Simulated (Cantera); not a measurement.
Input: 1 mol CuO, 1600 mol H2, 62 mol N2, held at 1898 K.

Cantera equilibrium calculation (NASA polynomials, part measured and part estimated; ideal gas, pure solids and liquids). Candidate condensed phases: Cu, CuO, Cu(OH)2, Cu2O, H2O; 27 gas species. Kinetics and transport are ignored.

Question: Which condensed phases are stable at each of these points (P (Pa)): 10, 42, 180, 750, 3200, 13000, 56000, 240000, 1000000?

Answer: 
```csv
P (Pa),condensed phases,Cu condensed (%)
10,gas only,0.0
42,gas only,0.0
180,gas only,0.0
750,gas only,0.0
3200,gas only,0.0
13000,gas only,0.0
56000,gas only,0.0
240000,gas only,0.0
1000000,Cu(l),73.5
```

From 10.0 Pa to 2.40 bar nothing is condensed. At 10.0 bar the condensed part is Cu(l).
